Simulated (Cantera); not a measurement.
An isothermal, constant-pressure homogeneous reactor starts with 80.6 % NH3, 19.4 % H2, at 1475 K and 20.0 Torr.

Detailed kinetics in Cantera: the gas-phase N/H chemistry of the illustrative SiF4/NH3 mechanism in the Surface Chemkin manual (1991). Walls and surfaces, which speed up NH3 decomposition in real reactors, are not modelled.

x: mole fraction; the columns are a selection and need not sum to one.

```csv
t (s),x NH3,x H2,x N2H4,x H,x N2,x NH2,x N
2.00e-6,0.806,0.194,<1e-12,1.66e-10,<1e-12,2.04e-10,<1e-12
1.12e-5,0.806,0.194,<1e-12,6.18e-10,<1e-12,1.45e-9,<1e-12
6.26e-5,0.806,0.194,<1e-12,1.67e-9,<1e-12,9.91e-9,<1e-12
0.000350,0.806,0.194,<1e-12,[?],<1e-12,[?],<1e-12
0.00196,0.806,0.194,<1e-12,3.67e-8,1.31e-12,3.26e-7,<1e-12
0.0110,0.806,0.194,1.34e-11,2.03e-7,8.32e-10,1.82e-6,<1e-12
0.0613,0.806,0.194,4.43e-10,1.13e-6,2.28e-7,1.02e-5,3.23e-11
0.343,0.806,0.194,8.68e-9,4.99e-6,3.89e-5,4.48e-5,2.42e-9
1.92,0.804,0.195,1.16e-8,5.82e-6,0.000646,5.18e-5,3.64e-9
10.7,0.792,0.204,1.13e-8,6.12e-6,[?],5.12e-5,3.68e-9
60.0,0.728,0.250,1.01e-8,7.70e-6,0.0216,4.84e-5,3.85e-9
```

Problem. What belongs in the gaps?

Solution. 
- 0.000350, x H: 6.99e-9
- 0.000350, x NH2: 5.78e-8
- 10.7, x N2: 0.00406
